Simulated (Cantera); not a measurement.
A closed system holds: 1 mol Cu, 0.92 mol CO, 97 mol H2, 0.0089 mol O2, at 1923 K and 2.10 bar.

Equilibrium computed with Cantera from the NASA thermochemical tables; the gas is ideal and each condensed phase is pure. Candidate condensed phases: C, C6H6, C7H8, C8H18, Cu, CuO, Cu(OH)2, Cu2O, H2O; 113 gas species. Rates play no part.

Base state: H2 0.989, CO 0.00937, Cu 0.000973, H 0.000646, H2O 0.000199, CH4 1.70e-5 (mole fractions); condensed: Cu(l).

Q: What changes in the equilibrium state with this change: temperature from 1923 K to 1148.15 K?

A: 
```tsv
species	before	after
H2	0.989	0.986
H2O	0.000199	0.00487
CO	0.00937	0.00476
CH4	1.70e-5	0.00471
Cu	0.000973	1.30e-9
H	0.000646	4.92e-8
CO2	4.38e-7	1.99e-5
Cu(l), mol	0.904	0
Cu(s), mol	0	1.00
```
